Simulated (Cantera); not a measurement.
Feed: 1 mol Zr, 6.1 mol N2O, 270 mol H2, at 1773.15 K and 1330 Pa.

Cantera equilibrium calculation (NASA polynomials, part measured and part estimated; ideal gas, pure solids and liquids). Rates play no part.

```
species                 before     after
---------------------  -------  --------
H2                       0.961     0.895
H                      0.00242    0.0689
N2                      0.0221    0.0213
H2O                     0.0148    0.0142
OH                     2.31e-6  0.000169
ZrO2(tetragonal), mol     1.00     1.000
```
Gas species are given as mole fractions.

Q: Name the change that produced these shifts.
A. N2O from 6.1 to 0.16 mol
B. temperature from 1773.15 K to 2273.15 K
C. H2 from 270 to 3.3 mol
D. N2O from 6.1 to 0.5 mol

A: B, temperature from 1773.15 K to 2273.15 K
